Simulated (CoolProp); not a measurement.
Vapour-liquid equilibrium of acetone (1) + n-decane (2) at 384 K; x and y are mole fractions of (1).

Model: multi-fluid Helmholtz-energy mixture model, Lemmon 2006 and Lemmon 2006; pair parameters Bell 2016, in CoolProp.

### Question
Give the bubble pressure and the first vapour's composition at x = 0.2, 0.8, 0.95. Is there an azeotrope?

### Answer
x = 0.2: 0.1726 MPa, y = 0.923; x = 0.8: 0.4059 MPa, y = 0.982; x = 0.95: 0.4639 MPa, y = 0.994. No azeotrope shows between x = 0.05 and 0.95.

Pair parameters are fitted to limited data, so mixtures are less certain than the pure fluids. With so large a gap from Raoult's law the liquid may split in two, which this calculation doesn't test in full.
